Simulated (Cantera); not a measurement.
A freely propagating, adiabatic, planar premixed flame of H₂ : O₂ : N₂ : H₂O = 1 : 0.25 : 0.94 : 0.13 (molar parts), equivalence ratio 2.0, unburnt at 300 K and 308 Torr; unity-Lewis-number transport, grid criteria slope 0.08 and curve 0.16, no radiation.

Detailed kinetics in Cantera: the H2/O2 subset of GRI-Mech 3.0, which has no nitrogen chemistry. Unity Lewis numbers drop preferential diffusion, which matters most where H2 and H carry the flame. Burning velocities carry a grid error of a few per cent, more on coarse grids.

Task: Predict: laminar burning velocity; thermal thickness; peak x(O); peak x(H); peak x(OH).

Result: 
```json
{
  "laminar_burning_velocity": "147 cm/s",
  "thermal_thickness": "0.976 mm",
  "peak x(O)": "0.00178",
  "peak x(H)": "0.0733",
  "peak x(OH)": "0.00287"
}
```
